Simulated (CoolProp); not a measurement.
Aqueous lithium chloride as a coolant, 22 % by mass, freezing at -53.6 °C, 1 atm.

Values from CoolProp's Melinder's fits for secondary coolants.

| T (°C) | Prandtl number | cp (kJ/(kg K)) | conductivity (W/(m K)) | density (kg/m³) |
|---|---|---|---|---|
| -25.6 | 63.9 | 2.903 | 0.486 | 1138 |
| -20.3 | 49.9 | 2.937 | 0.494 | 1137 |
| -14.9 | 39.6 | 2.971 | 0.501 | 1136 |
| -9.6 | 32.1 | 3.006 | 0.508 | 1135 |
| -4.3 | 26.6 | 3.040 | 0.515 | 1134 |
| 1 | 22.3 | 3.074 | 0.522 | 1133 |
| 6.4 | 19.0 | 3.109 | 0.530 | 1132 |
| 11.7 | 16.5 | 3.144 | 0.537 | 1130 |
| 17 | 14.4 | 3.178 | 0.544 | 1129 |
| 22.3 | 12.8 | 3.212 | 0.551 | 1127 |
| 27.7 | 11.4 | 3.247 | 0.558 | 1125 |
| 33 | 10.3 | 3.281 | 0.565 | 1124 |
